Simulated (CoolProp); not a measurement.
Cyclohexane along the isobar 49.3 bar: density (kg/m³) from the reference equation and from simpler models built on Tc = 553.6 K, pc = 40.81 bar, ω = 0.209; each cubic takes its own stable root.

Model: reference Helmholtz-energy equation of state, Zhou 2014, in CoolProp.

```
T (K)          phase  reference
-----  -------------  ---------
418.2         liquid      659.9
427.6         liquid      649.4
437           liquid      638.7
446.4         liquid      627.6
455.8         liquid      616.2
465.2         liquid      604.2
474.6         liquid      591.6
483.9         liquid      578.5
493.3         liquid      564.4
502.7         liquid      549.2
512.1         liquid      532.7
521.5         liquid      514.3
530.9         liquid      493.4
540.3         liquid      468.8
549.7         liquid      437.4
559    supercritical      391.5
```

**Question.** How far does each simpler model (van der Waals, Redlich-Kwong, Peng-Robinson) lie from the reference over these 16 states: mean and median of the absolute difference, and the worst?

**Answer.** 
- van der Waals: mean 34.1 %, median 34.8 %, worst -35.7 % at 418.2 K and 49.3 bar
- Redlich-Kwong: mean 12.7 %, median 12.3 %, worst -17.0 % at 549.7 K and 49.3 bar
- Peng-Robinson: mean 4.0 %, median 4.0 %, worst -9.9 % at 559 K and 49.3 bar
